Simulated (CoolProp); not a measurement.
Saturation properties of dimethyl carbonate.

Values from CoolProp's reference Helmholtz-energy equation of state, Zhou 2011.

```csv
T (°C),p (kPa),vapour density (kg/m³),enthalpy of vaporisation (kJ/kg),liquid cp (kJ/(kg K)),surface tension (mN/m)
167.25,723.3,20.24,314.5,2.195,9.38
171.35,786.0,21.98,310.6,2.211,8.93
175.45,852.7,23.84,306.7,2.228,8.48
179.65,925.4,25.88,302.5,2.246,8.03
183.75,1001,28.01,298.4,2.265,7.59
187.95,1083,30.36,294.0,2.284,7.15
192.05,1168,32.81,289.6,2.305,6.73
196.15,1257,35.44,285.1,2.327,6.32
200.35,1355,38.33,280.3,2.351,5.90
204.45,1455,41.36,275.4,2.377,5.50
208.65,1564,44.69,270.3,2.405,5.10
212.75,1676,48.20,265.1,2.435,4.72
```

It boils at 90.1 °C under 1 atm.

Surface tension comes from a separate correlation (Mulero 2014).
